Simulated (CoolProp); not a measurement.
The numbers come from the reference Helmholtz-energy equation of state, Lemmon 2009 in CoolProp.

**Question.** For propane, give the phase and the cv (kJ/(kg K)), Joule-Thomson coefficient (K/MPa), isothermal compressibility (1/MPa) at 226.8 K and 38.6 bar.

**Answer.** 
- 226.8 K and 38.6 bar: liquid; cv 1.44, Joule-Thomson coefficient -0.442, isothermal compressibility 0.00175
